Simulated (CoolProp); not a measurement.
Vapour-liquid equilibrium of R1234yf (1) + R134a (2) at -1.15 °C; x and y are mole fractions of (1).

Values from CoolProp's multi-fluid Helmholtz-energy mixture model, Lemmon 2022 and Tillner-Roth 1994; pair parameters Bell 2022.

```json
[
 {"x": "0.05", "bubble pressure (kPa)": "285.8", "y at the bubble point": "(withheld)", "dew pressure at overall composition x (kPa)": "284.7", "liquid density (mol/L)": "12.57"},
 {"x": "0.125", "bubble pressure (kPa)": "292.2", "y at the bubble point": "0.153", "dew pressure at overall composition x (kPa)": "290.2", "liquid density (mol/L)": "12.35"},
 {"x": "0.2", "bubble pressure (kPa)": "297.5", "y at the bubble point": "0.234", "dew pressure at overall composition x (kPa)": "295.4", "liquid density (mol/L)": "12.14"},
 {"x": "0.275", "bubble pressure (kPa)": "301.9", "y at the bubble point": "0.309", "dew pressure at overall composition x (kPa)": "300.0", "liquid density (mol/L)": "11.94"},
 {"x": "0.35", "bubble pressure (kPa)": "305.5", "y at the bubble point": "0.381", "dew pressure at overall composition x (kPa)": "304.0", "liquid density (mol/L)": "11.74"},
 {"x": "0.425", "bubble pressure (kPa)": "308.2", "y at the bubble point": "0.450", "dew pressure at overall composition x (kPa)": "307.3", "liquid density (mol/L)": "11.55"},
 {"x": "0.5", "bubble pressure (kPa)": "310.1", "y at the bubble point": "(withheld)", "dew pressure at overall composition x (kPa)": "309.7", "liquid density (mol/L)": "11.37"},
 {"x": "0.575", "bubble pressure (kPa)": "311.4", "y at the bubble point": "0.584", "dew pressure at overall composition x (kPa)": "311.2", "liquid density (mol/L)": "11.20"},
 {"x": "0.65", "bubble pressure (kPa)": "311.8", "y at the bubble point": "0.651", "dew pressure at overall composition x (kPa)": "311.8", "liquid density (mol/L)": "11.04"},
 {"x": "0.725", "bubble pressure (kPa)": "311.6", "y at the bubble point": "0.720", "dew pressure at overall composition x (kPa)": "311.5", "liquid density (mol/L)": "(withheld)"},
 {"x": "0.8", "bubble pressure (kPa)": "310.6", "y at the bubble point": "(withheld)", "dew pressure at overall composition x (kPa)": "310.4", "liquid density (mol/L)": "10.72"},
 {"x": "0.875", "bubble pressure (kPa)": "308.7", "y at the bubble point": "0.865", "dew pressure at overall composition x (kPa)": "308.4", "liquid density (mol/L)": "10.58"},
 {"x": "0.95", "bubble pressure (kPa)": "306.0", "y at the bubble point": "0.944", "dew pressure at overall composition x (kPa)": "305.8", "liquid density (mol/L)": "10.44"}
]
```

Question: Some entries are withheld; supply them.

Answer: 
- 0.05, y at the bubble point: 0.064
- 0.5, y at the bubble point: 0.517
- 0.725, liquid density (mol/L): 10.88
- 0.8, y at the bubble point: 0.791

y crosses x between x = 0.65 and 0.725: the model has an azeotrope there.

Pair parameters are fitted to limited data, so mixtures are less certain than the pure fluids.
